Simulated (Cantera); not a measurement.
Input (Python, Cantera) and output of one run.

```python
import numpy as np
import cantera as ct

gas_names = """
    CL CL2 H HCL H2 Si SiCL SiCL2 SiCL3 SiCL4 SiH SiHCL3 SiH2 SiH2CL2 SiH3 SiH3CL SiH4 Si2 Si3
""".split()
cond_names = """
    Si(cr) Si(L)
""".split()


# ... load() reads the species with a 1 bar reference pressure and builds the phases ...
atoms = {
    'Si': {'Si': 1},
    'HCl': {'H': 1, 'CL': 1},
    'H2': {'H': 2},
}
top_T = {}  # K; cautious upper limits of use, not melting points


# ... equilibrate(T, P, feed) seeds the gas with the atoms and calls Mixture.equilibrate('TP', solver="vcs", rtol=1e-11, max_steps=5000) ...
results = []
feed = {'Si': 1, 'HCl': 22, 'H2': 0.33}  # mol
P = 1000  # Pa
for T in [875, 950, 1025, 1100, 1175, 1250, 1325, 1400, 1475, 1550, 1625]:
    mix = equilibrate(T, P, feed)
    results.append((T, P, feed, dict(zip(mix.species_names, mix.species_moles))))
    x = sorted(zip(gas.X, gas.species_names), reverse=True)
    print(f"T = {T:g} K  P = {P:g} Pa  gas = {mix.phase_moles(0):.4g} mol")
    print("   x: " + "  ".join(f"{s} {v:.3e}" for v, s in x if v > 0.001))
    print("   condensed (mol): " + ("  ".join(f"{mix.phase(i).name} {mix.phase_moles(i):.4g}"
          for i in range(1, mix.n_phases) if mix.phase_moles(i) > 1e-12) or "none"))
```

It prints:

```
T = 875 K  P = 1000 Pa  gas = 21.33 mol
   x: HCL 8.439e-01  H2 1.092e-01  SiCL4 4.687e-02
   condensed (mol): none
T = 950 K  P = 1000 Pa  gas = 21.33 mol
   x: HCL 8.439e-01  H2 1.092e-01  SiCL4 4.685e-02
   condensed (mol): none
T = 1025 K  P = 1000 Pa  gas = 21.33 mol
   x: HCL 8.440e-01  H2 1.092e-01  SiCL4 4.679e-02
   condensed (mol): none
T = 1100 K  P = 1000 Pa  gas = 21.33 mol
   x: HCL 8.441e-01  H2 1.091e-01  SiCL4 4.663e-02
   condensed (mol): none
T = 1175 K  P = 1000 Pa  gas = 21.34 mol
   x: HCL 8.444e-01  H2 1.088e-01  SiCL4 4.618e-02
   condensed (mol): none
T = 1250 K  P = 1000 Pa  gas = 21.35 mol
   x: HCL 8.452e-01  H2 1.079e-01  SiCL4 4.492e-02  SiCL3 1.400e-03
   condensed (mol): none
T = 1325 K  P = 1000 Pa  gas = 21.4 mol
   x: HCL 8.476e-01  H2 1.056e-01  SiCL4 4.178e-02  SiCL3 3.287e-03  SiCL2 1.404e-03
   condensed (mol): none
T = 1400 K  P = 1000 Pa  gas = 21.5 mol
   x: HCL 8.530e-01  H2 1.004e-01  SiCL4 3.536e-02  SiCL3 6.220e-03  SiCL2 4.645e-03
   condensed (mol): none
T = 1475 K  P = 1000 Pa  gas = 21.67 mol
   x: HCL 8.616e-01  H2 9.191e-02  SiCL4 2.585e-02  SiCL2 1.093e-02  SiCL3 9.112e-03
   condensed (mol): none
T = 1550 K  P = 1000 Pa  gas = 21.87 mol
   x: HCL 8.709e-01  H2 8.253e-02  SiCL2 1.893e-02  SiCL4 1.614e-02  SiCL3 1.047e-02
   condensed (mol): none
T = 1625 K  P = 1000 Pa  gas = 22.04 mol
   x: HCL 8.776e-01  H2 7.502e-02  SiCL2 2.634e-02  SiCL3 1.003e-02  SiCL4 8.874e-03  CL 1.780e-03
   condensed (mol): none
```

Method: chemical equilibrium by Gibbs-energy minimisation in Cantera with the NASA 1993 tables (ideal gas, pure condensed phases). The tables' values for SiCl3 are old estimates; treat these amounts as uncertain.
